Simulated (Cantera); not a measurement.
What does this Cantera script print?

```python
import numpy as np
import cantera as ct

gas_names = """
    CL CLF CLF3 CL2 F F2 H HCL HF H2 H2F2 H3F3 H4F4 H5F5 H6F6 H7F7 N NF NF2 NF3 NH NH2 NH3 N2 N2H2 N2H4
    Si SiCL SiCL2 SiCL3 SiCL4 SiF SiF2 SiF3 SiF4 SiH SiHCL3 SiHF3 SiH2 SiH2CL2 SiH2F2 SiH3 SiH3CL SiH3F
    SiH4 SiN Si2 Si2N Si3
""".split()
cond_names = """
    NH4CL(a) NH4CL(b) Si(cr) Si(L) Si3N4(a)
""".split()


def load(file, names, dense=False):
    # The tables refer to 1 bar. Condensed volumes are neglected.
    table = {s.name: s for s in ct.Species.list_from_file(file)}
    out = []
    for n in names:
        d = dict(table[n].input_data)
        d["thermo"] = dict(d["thermo"], **{"reference-pressure": 1e5})
        if dense:
            d["equation-of-state"] = {"model": "constant-volume", "density": "1e6 g/cm^3"}
        out.append(ct.Species.from_dict(d))
    return out


gas = ct.Solution(thermo="ideal-gas", species=load("nasa_gas.yaml", gas_names))
cond = {s.name: ct.Solution(thermo="fixed-stoichiometry", species=[s], name=s.name)
        for s in load("nasa_condensed.yaml", cond_names, dense=True)}
atoms = {
    'Si': {'Si': 1},
    'HCl': {'H': 1, 'CL': 1},
    'N2': {'N': 2},
    'HF': {'H': 1, 'F': 1},
}
top_T = {'Si3N4(a)': 2400}  # K; cautious upper limits of use, not melting points


def equilibrate(T, P, feed):
    n = {}
    for name, mol in feed.items():
        for a, k in atoms[name].items():
            n[a] = n.get(a, 0.0) + k * mol
    gas.TPX = T, P, n
    mass = sum(n.values()) * gas.mean_molecular_weight
    gas.equilibrate("TP")
    valid = [c for c in cond.values() if c.min_temp <= T <= top_T.get(c.name, c.max_temp)]
    mix = ct.Mixture([(gas, mass / gas.mean_molecular_weight)] + [(c, 0.0) for c in valid])
    mix.T, mix.P = T, P
    mix.equilibrate("TP", solver="vcs", rtol=1e-11, max_steps=5000)
    return mix


results = []
feed = {'Si': 1, 'HCl': 1.5, 'N2': 0.89, 'HF': 2.2}  # mol
T = 1400  # K
P = 26000  # Pa
mix = equilibrate(T, P, feed)
results.append((T, P, feed, dict(zip(mix.species_names, mix.species_moles))))
print(gas.report(threshold=0.0001))
for i in range(1, mix.n_phases):
    print(f"{mix.phase(i).name:16s} {mix.phase_moles(i):12.5e} mol")
```

Output:

```
       temperature   1400 K
          pressure   26000 Pa
           density   0.08085 kg/m^3
  mean mol. weight   36.197 kg/kmol
   phase of matter   gas

                          1 kg             1 kmol
                     ---------------   ---------------
          enthalpy       -6.4592e+06        -2.338e+08  J
   internal energy       -6.7808e+06       -2.4544e+08  J
           entropy            7550.4         2.733e+05  J/K
    Gibbs function        -1.703e+07       -6.1642e+08  J
 heat capacity c_p            1249.9             45241  J/K
 heat capacity c_v            1020.2             36926  J/K

                      mass frac. Y      mole frac. X     chem. pot. / RT
                     ---------------   ---------------   ---------------
               HCL           0.31652           0.31426           -35.633
                HF          0.002187         0.0039569           -53.878
                H2          0.018653           0.33491           -20.845
                N2           0.13519           0.17468           -28.894
             SiCL2         0.0059894         0.0021902           -60.822
             SiCL3          0.011202         0.0030161           -86.033
             SiCL4          0.082753          0.017632           -111.24
              SiF3         0.0074046         0.0031502           -140.77
              SiF4           0.40844           0.14205           -184.22
            SiHCL3         0.0049769         0.0013301           -96.455
             SiHF3         0.0064961         0.0027314           -151.19
     [  +38 minor]        0.00018105        9.9217e-05

Si(cr)            0.00000e+00 mol
Si3N4(a)          1.19296e-01 mol
```

These are equilibrium values from Cantera (NASA tables, ideal gas, pure condensed phases), not measurements of a reactor. N2 is the only nitrogen source here; it is nearly inert below about 1500 K, so the nitride shown seldom forms there in practice. The tables' values for SiF3, SiCl3, SiF2 are old estimates; treat these amounts as uncertain.
